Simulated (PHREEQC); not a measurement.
Dissolve 56 mmol/kgw Na2SO4, 1.2 mmol/kgw HNO3 and 0.59 mmol/kgw CdBr2 at 25 °C. Closed to the air; pH follows from the charge balance.

Computed with PHREEQC (ion-association model, phreeqc.dat).

pH: 3.42
ionic strength: 0.152 mol/kgw
specific conductance: 9570 µS/cm
density: 1.004 g/cm³
total alkalinity: -1.20 meq/kg

| species | molality | activity | log γ |
|---|---|---|---|
| Na+ | 0.104 | 0.0793 | -0.118 |
| SO4-2 | 0.0469 | 0.0151 | -0.491 |
| NaSO4- | 0.00788 | 0.00601 | -0.118 |
| NO3- | 0.00120 | 0.000862 | -0.144 |
| Br- | 0.00117 | 0.000840 | -0.144 |
| HSO4- | 0.000732 | 0.000556 | -0.120 |
| H+ | 0.000468 | 0.000378 | -0.092 |
| CdSO4 | 0.000260 | 0.000269 | 0.015 |
| Cd+2 | 0.000186 | 6.16e-5 | -0.479 |
| Cd(SO4)2-2 | 0.000134 | 4.46e-5 | -0.479 |
| CdBr+ | 1.01e-5 | 7.66e-6 | -0.120 |
| CdNO3+ | 1.76e-7 | 1.33e-7 | -0.120 |

This is a speciation only: nothing precipitates in the calculation.
